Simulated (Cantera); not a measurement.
An adiabatic, constant-pressure homogeneous reactor starts with 3.65 % CH4, 0.310 % CO, 16.9 % O2, 63.8 % N2, 15.3 % CO2, equivalence ratio 0.44, at 1725 K and 9.87 atm.

Computed with Cantera and GRI-Mech 3.0 (53 species, 325 reactions).

### Question
Predict: time of steepest temperature rise; temperature at 3.00 s; equilibrium temperature; x(CO) at 3.00 s; x(O2) at 3.00 s; x(H2O) at 3.00 s; x(H) at 3.00 s.

### Answer
| Quantity | Result |
|---|---|
| time of steepest temperature rise | 29.7 µs |
| temperature at 3.00 s | 2378 K |
| equilibrium temperature | 2378 K |
| x(CO) at 3.00 s | 0.00373 (gas-phase equilibrium 0.00373) |
| x(O2) at 3.00 s | 0.0898 (gas-phase equilibrium 0.0898) |
| x(H2O) at 3.00 s | 0.0707 (gas-phase equilibrium 0.0707) |
| x(H) at 3.00 s | 7.05e-5 (gas-phase equilibrium 7.05e-5) |
